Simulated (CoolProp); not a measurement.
Sulfur dioxide along the isotherm 525 K: Z from the reference equation and from simpler models built on Tc = 430.6 K, pc = 7.887 MPa, ω = 0.256; each cubic takes its own stable root.

The numbers come from the reference Helmholtz-energy equation of state, Gao 2016 in CoolProp.

```
p (MPa)  phase  reference
-------  -----  ---------
0.282      gas     0.9939
0.563      gas     0.9878
0.845      gas     0.9817
1.13       gas     0.9754
1.41       gas     0.9692
1.69       gas     0.9630
1.97       gas     0.9568
2.25       gas     0.9506
2.53       gas     0.9443
2.82       gas     0.9377
3.1        gas     0.9314
3.38       gas     0.9250
3.66       gas     0.9186
3.94       gas     0.9122
```

Question: How far does each simpler model (Pitzer virial, Redlich-Kwong, Soave-Redlich-Kwong, Peng-Robinson) lie from the reference over these 14 states: mean and median of the absolute difference, and the worst?

Answer: 
- Pitzer virial: mean 0.1 %, median 0.1 %, worst +0.3 % at 525 K and 3.94 MPa
- Redlich-Kwong: mean 0.6 %, median 0.6 %, worst -1.1 % at 525 K and 3.94 MPa
- Soave-Redlich-Kwong: mean 0.2 %, median 0.1 %, worst +0.4 % at 525 K and 3.94 MPa
- Peng-Robinson: mean 0.7 %, median 0.7 %, worst -1.2 % at 525 K and 3.94 MPa
